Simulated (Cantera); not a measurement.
**Thermodynamics of silicon carbide growth, feed SiHCl3 + CH4 + H2**

A closed system holds: 1 mol SiHCl3, 2.7 mol CH4, 4.2 mol H2, held at 2448.15 K.

Cantera equilibrium calculation (NASA polynomials, part measured and part estimated; ideal gas, pure solids and liquids). Candidate condensed phases: C, C6H6, C7H8, C8H18, Si, SiC; 109 gas species. The tables' values for SiCl, SiCl3 are old estimates; treat these amounts as uncertain. Gases not in the tables: Si2H6 and higher silanes. Equilibrium is a limit: real reactors are often held back by kinetics, nucleation or transport.

| P (Pa) | x H2 | x H | x HCl | x Cl | x Si | x SiCl2 | x SiC2 | n C(graphite) | n SiC(s) |
|---|---|---|---|---|---|---|---|---|---|
| 100 | 0.371 | 0.384 | 0.104 | 0.0766 | 0.0475 | 0.000672 | 0.0106 | 2.22 | 0 |
| 400 | 0.507 | 0.224 | 0.149 | 0.0469 | 0.0473 | 0.00401 | 0.0105 | 2.24 | 0 |
| 1600 | 0.608 | 0.123 | 0.169 | 0.0242 | 0.0378 | 0.0137 | 0.00843 | 2.28 | 0 |
| 6300 | 0.686 | 0.0658 | 0.193 | 0.0131 | 0.0107 | 0.0176 | 0.00239 | 1.94 | 0.540 |
| 25000 | 0.723 | 0.0339 | 0.205 | 0.00683 | 0.00270 | 0.0190 | 0.000602 | 1.83 | 0.700 |
| 100000 | 0.740 | 0.0171 | 0.211 | 0.00347 | 0.000676 | 0.0196 | 0.000150 | 1.80 | 0.741 |
x: gas mole fraction; n: condensed amount in mol.

From 0.00100 bar to 0.0160 bar the condensed part is C(graphite). From 0.0630 bar to 1.00 bar the condensed part is C(graphite) + SiC(s). The main Si-bearing gas is Si at 0.00100 bar and SiCl2 at 1.00 bar.
